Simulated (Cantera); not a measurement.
# Ignition delay

Mixture: CH4 : O2 : N2 = 1 : 4.65 : 17.5 (molar parts), at 10.0 bar, adiabatic and at constant volume. Ignition delay is the time to a rise of 400 K.

Computed with Cantera and GRI-Mech 3.0 (53 species, 325 reactions).

| T0 (K) | delay (ms) |
|---|---|
| 1248 | 1.81 |
| 1323 | 0.769 |
| 1398 | 0.351 |
| 1473 | 0.170 |
| 1548 | 0.0879 |
| 1623 | 0.0479 |

```
Property                                                Result
--------------------------------------------------  ----------
apparent activation energy between 1473 and 1623 K  170 kJ/mol
```
